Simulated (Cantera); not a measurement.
A Cantera script and what it prints.

```python
import numpy as np
import cantera as ct

gas_names = """
    AL ALC ALN ALO ALO2 AL2 AL2O AL2O2 C CN CO CO2 C2 CCN CNC C2N2 C2O C3 C3O2 C4 C4N2 C5 N NCO NO NO2
    NO3 N2 N2O O O2 O3
""".split()
cond_names = """
    AL(cr) AL(L) ALN(s) AL2O3(a) AL2O3(L) C(gr)
""".split()


def load(file, names, dense=False):
    # The tables refer to 1 bar. Condensed volumes are neglected.
    table = {s.name: s for s in ct.Species.list_from_file(file)}
    out = []
    for n in names:
        d = dict(table[n].input_data)
        d["thermo"] = dict(d["thermo"], **{"reference-pressure": 1e5})
        if dense:
            d["equation-of-state"] = {"model": "constant-volume", "density": "1e6 g/cm^3"}
        out.append(ct.Species.from_dict(d))
    return out


gas = ct.Solution(thermo="ideal-gas", species=load("nasa_gas.yaml", gas_names))
cond = {s.name: ct.Solution(thermo="fixed-stoichiometry", species=[s], name=s.name)
        for s in load("nasa_condensed.yaml", cond_names, dense=True)}
atoms = {
    'Al': {'AL': 1},
    'CO2': {'C': 1, 'O': 2},
    'N2': {'N': 2},
}
top_T = {'ALN(s)': 2750, 'C(gr)': 4500}  # K; cautious upper limits of use, not melting points


def equilibrate(T, P, feed):
    n = {}
    for name, mol in feed.items():
        for a, k in atoms[name].items():
            n[a] = n.get(a, 0.0) + k * mol
    gas.TPX = T, P, n
    mass = sum(n.values()) * gas.mean_molecular_weight
    gas.equilibrate("TP")
    valid = [c for c in cond.values() if c.min_temp <= T <= top_T.get(c.name, c.max_temp)]
    mix = ct.Mixture([(gas, mass / gas.mean_molecular_weight)] + [(c, 0.0) for c in valid])
    mix.T, mix.P = T, P
    mix.equilibrate("TP", solver="vcs", rtol=1e-11, max_steps=5000)
    return mix


results = []
feed = {'Al': 1, 'CO2': 1.4, 'N2': 8.7}  # mol
T = 1298.15  # K
P = 10000  # Pa
mix = equilibrate(T, P, feed)
results.append((T, P, feed, dict(zip(mix.species_names, mix.species_moles))))
x = sorted(zip(gas.X, gas.species_names), reverse=True)
print(f"T = {T:g} K  P = {P:g} Pa  gas = {mix.phase_moles(0):.4g} mol")
print("   x: " + "  ".join(f"{s} {v:.3e}" for v, s in x if v > 1e-06))
print("   condensed (mol): " + ("  ".join(f"{mix.phase(i).name} {mix.phase_moles(i):.4g}"
      for i in range(1, mix.n_phases) if mix.phase_moles(i) > 1e-12) or "none"))
```

It prints:

```
T = 1298.15 K  P = 10000 Pa  gas = 10 mol
   x: N2 8.700e-01  CO 1.300e-01  CO2 8.934e-06
   condensed (mol): AL2O3(a) 0.5  C(gr) 0.1001
```

These are equilibrium values from Cantera (NASA tables, ideal gas, pure condensed phases), not measurements of a reactor.
